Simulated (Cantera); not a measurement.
Feed: 1 mol AlN, a varied amount of H2O, 36 mol N2, at 1048.15 K and 0.413 Torr.

Equilibrium computed with Cantera from the NASA thermochemical tables; the gas is ideal and each condensed phase is pure. Candidate condensed phases: Al, AlN, Al2O3, H2O; 35 gas species. Equilibrium is a limit: real reactors are often held back by kinetics, nucleation or transport.

### Question
At 12 mol H2O, list the 3 most abundant gas species with their mole fractions, and the condensed phases.

### Answer
N2 0.753, H2O 0.216, H2 0.0309. Condensed: Al2O3(s).
